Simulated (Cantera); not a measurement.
A closed system holds: 1 mol CH4, 0.17 mol O2, 32 mol H2, held at 39.0 bar.

Equilibrium computed with Cantera from the NASA thermochemical tables; the gas is ideal and each condensed phase is pure. Candidate condensed phases: C, C6H6, C7H8, C8H18, H2O; 131 gas species. Ions and electrons are included (thermal ionisation). The ideal-gas law is rough above about 30 bar. Rates play no part.

log p: log10 of the partial pressure in bar; n: condensed amount in mol.

```tsv
T (°C)	log p H2	log p H	log p CH4	log p CO	log p C2H2 (acetylene)	log p C	log p C2H	n C(graphite)
1727	1.58	-2.00	-0.21	-0.41	-1.54	<-10	(withheld)	0.0649
1977	1.58	-1.34	-0.46	-0.41	-0.89	-8.44	(withheld)	0.113
2227	1.58	-0.81	-0.76	-0.41	-0.57	-6.87	(withheld)	0
2477	1.58	-0.38	-1.09	-0.42	-0.50	-5.69	(withheld)	0
2727	1.57	-0.02	-1.39	-0.42	-0.48	-4.72	(withheld)	0
2977	1.56	0.29	-1.65	-0.42	-0.48	-3.90	(withheld)	0
3227	1.54	0.54	-1.90	-0.43	-0.49	-3.21	(withheld)	0
3477	1.51	0.76	-2.13	-0.45	-0.52	-2.61	(withheld)	0
3727	1.47	0.94	-2.38	-0.47	-0.58	-2.10	(withheld)	0
3977	1.42	1.09	-2.64	-0.49	-0.68	-1.66	(withheld)	0
4227	1.34	1.21	-2.94	-0.52	-0.83	-1.29	-1.13	0
4477	1.26	1.31	-3.28	-0.55	-1.05	-0.99	-1.11	0
4727	1.15	1.38	-3.68	-0.58	-1.36	-0.76	(withheld)	0
```

Question: Complete the blanks.

Answer: 
- 1727, log p C2H: -6.84
- 1977, log p C2H: -5.22
- 2227, log p C2H: -4.10
- 2477, log p C2H: -3.39
- 2727, log p C2H: -2.83
- 2977, log p C2H: -2.37
- 3227, log p C2H: -1.99
- 3477, log p C2H: -1.68
- 3727, log p C2H: -1.43
- 3977, log p C2H: -1.24
- 4727, log p C2H: -1.18
